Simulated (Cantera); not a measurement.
A closed system holds: 1 mol AlN, 0.23 mol H2O, 0.43 mol N2, equilibrated at 100000 Pa.

Equilibrium computed with Cantera from the NASA thermochemical tables; the gas is ideal and each condensed phase is pure. Candidate condensed phases: Al, AlN, Al2O3, H2O; 35 gas species. Mutual solubility and eutectic melting of coexisting phases are not modelled. Equilibrium is a limit: real reactors are often held back by kinetics, nucleation or transport.

Over these rows the condensed part is AlN(s) + Al2O3(s). Partial pressures as log10 of bar:

```csv
T (K),1000/T (1/K),log p H2O,log p N2,log p H2
1100,0.9091,-6.37,-0.16,-0.51
1250,0.8000,?,-0.16,-0.51
1400,0.7143,-5.40,-0.16,-0.51
1550,0.6452,-5.06,-0.16,-0.51
1700,0.5882,-4.79,-0.16,-0.51
1850,0.5405,-4.56,-0.16,-0.51
```

Q: Fit log p(H2O) = a + b·(1000/T) to the five rows, give the apparent enthalpy, and predict the row at 1250 K.

A: Means: 1000/T = 0.6795, log p = -5.236. Sxy = -0.406794, Sxx = 0.0827604, so b = -4.92 and a = -5.236 − (-4.92)×0.6795 = -1.89.
Apparent enthalpy: −19.145 × (-4.92) = 94 kJ/mol. With the condensed phases at unit activity, 1/3 Al2O3(s) + 1/3 N2(g) + H2(g) = H2O(g) + 2/3 AlN(s) links this pressure to the main gases: over the six rows their terms move log p by +0.00 in all, so the slope is close to that reaction's ΔH°. The five rows lie within 0.01 of the line.
Prediction at 1250 K: -1.89 + (-4.92)×0.8000 = -5.83. The computed value is -5.82, 0.01 from the line.
